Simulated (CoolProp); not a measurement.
Model: reference Helmholtz-energy equation of state, Thol 2016, in CoolProp.

Q: For hexamethyldisiloxane (MM), give the phase and the cp (kJ/(kg K)), speed of sound (m/s) at -51.35 °C and 60.8 bar; 255.85 °C and 0.134 bar.

A: 
- -51.35 °C and 60.8 bar: liquid; cp 1.74, speed of sound 1200
- 255.85 °C and 0.134 bar: gas; cp 2.08, speed of sound 166
